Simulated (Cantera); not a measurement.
Feed: 1 mol trisilylamine, 14 mol NH3, held at 620 Pa.

Method: chemical equilibrium by Gibbs-energy minimisation in Cantera with the NASA 1993 tables (ideal gas, pure condensed phases). Candidate condensed phases: Si, Si3N4; 18 gas species. The feed counts by its element totals alone. Kinetics and transport are ignored.

Over these rows the condensed part is Si3N4(s). Partial pressures as log10 of bar:

```csv
T (K),1000/T (1/K),log p Si,log p H2,log p N2
1423,0.7027,-10.19,-2.29,-2.96
1473,0.6789,?,-2.29,-2.96
1523,0.6566,-8.53,-2.29,-2.96
1573,0.6357,-7.77,-2.29,-2.96
1623,0.6161,-7.07,-2.29,-2.96
1673,0.5977,-6.41,-2.29,-2.96
```

Question: Fit log p(Si) = a + b·(1000/T) to the five rows, give the apparent enthalpy, and predict the row at 1473 K.

Answer: Means: 1000/T = 0.6418, log p = -7.994. Sxy = -0.236637, Sxx = 0.0065704, so b = -36.02 and a = -7.994 − (-36.02)×0.6418 = 15.12.
Apparent enthalpy: −19.145 × (-36.02) = 690 kJ/mol. With the condensed phases at unit activity, 1/3 Si3N4(s) = Si(g) + 2/3 N2(g) links this pressure to the main gases: over the six rows their terms move log p by +0.00 in all, so the slope is close to that reaction's ΔH°. The five rows lie within 0.01 of the line.
Prediction at 1473 K: 15.12 + (-36.02)×0.6789 = -9.33. The computed value is -9.33, 0.00 from the line.
